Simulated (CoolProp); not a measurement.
Saturation properties of R123 (Tc = 456.8 K, pc = 36.62 bar, ω = 0.282).

The numbers come from the reference Helmholtz-energy equation of state, Younglove 1994 in CoolProp. It is a modified Benedict-Webb-Rubin equation, recast in Helmholtz form.

```
T (K)  p (bar)  enthalpy of vaporisation (kJ/kg)  liquid cp (kJ/(kg K))
-----  -------  --------------------------------  ---------------------
349.7    4.480                               ___                  1.093
360.6    5.874                             141.4                  1.114
371.5    7.570                             135.0                  1.139
382.4    9.607                               ___                  1.169
393.3    12.03                             120.4                  1.208
404.2    14.87                             111.9                  1.259
415.2    18.23                               ___                  1.334
426.1    22.09                               ___                  1.454
437      26.55                             76.44                  1.690
```

Question: Fill in the missing entries.

Answer: 
- 349.7, enthalpy of vaporisation (kJ/kg): 147.4
- 382.4, enthalpy of vaporisation (kJ/kg): 128.1
- 415.2, enthalpy of vaporisation (kJ/kg): 102.1
- 426.1, enthalpy of vaporisation (kJ/kg): 90.64

It boils at 301.0 K under 1 atm.
